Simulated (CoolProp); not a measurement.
Diethyl ether at several states: density (kg/m³) from the reference equation and from simpler models built on Tc = 194.7 °C, pc = 37.17 bar, ω = 0.282; each cubic takes its own stable root.

The numbers come from the reference Helmholtz-energy equation of state, Thol 2014 in CoolProp.

```tsv
T (°C)	p (bar)	phase	reference	van der Waals	Soave-Redlich-Kwong
255.15	105	supercritical	372.7	309.8	321.5
150.95	0.41	gas	0.8664	0.8654	0.8664
19.45	0.902	liquid	714.2	2.809	652.9
```

At some of these states van der Waals gives the other phase, because its saturation line lies elsewhere.
